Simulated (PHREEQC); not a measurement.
A made-up water analysis in mg/L, 25 °C, pH 2.08, pe 8.6:

| constituent | mg/L |
|---|---|
| Na | 234 |
| K | 13.2 |
| Ca | 678 |
| Mg | 101 |
| Cl | 138 |
| S(6) as SO4 | 3140 |
| Mn(2) | 1.53 |
| Cu(2) | 10.3 |
| O(0) (dissolved oxygen) | 1.7 |
| Zn | 0.871 |

Cl is adjusted to close the charge balance.
Valence states are taken as typed.

Computed with PHREEQC (ion-association model, phreeqc.dat).

Precipitation was switched off in this run.

### Question
Predict the ionic strength.

### Answer
ionic strength 0.0786 mol/kgw.

### Question
In which forms is Mn present?

### Answer
Mn+2 65 %, MnSO4 34 %, MnCl+ 0.6 % of the Mn.

Saturation is exceeded, for instance for Gypsum; the values hold only as long as no solid forms.
